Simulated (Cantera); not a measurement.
A closed system holds: 1 mol CaF₂, 0.058 mol HF, 0.13 mol N₂, at 1877 °C.

These are equilibrium values from Cantera (NASA tables, ideal gas, pure condensed phases), not measurements of a reactor. Candidate condensed phases: Ca, CaF₂; 25 gas species. Rates play no part.

Task: Which condensed phases are stable at each of these points (P (Pa)): 0.100, 0.460, 2.20, 10, 46, 220, 1000, 4600, 22000, 100000?

Result: 
```tsv
P (Pa)	condensed phases	Ca condensed (%)
0.100	gas only	0.0
0.460	gas only	0.0
2.20	gas only	0.0
10	gas only	0.0
46	gas only	0.0
220	gas only	0.0
1000	gas only	0.0
4600	CaF₂(l)	91.2
22000	CaF₂(l)	98.7
100000	CaF₂(l)	99.7
```

From 1.00e-6 bar to 0.0100 bar nothing is condensed. From 0.0460 bar to 1.00 bar the condensed part is CaF₂(l).
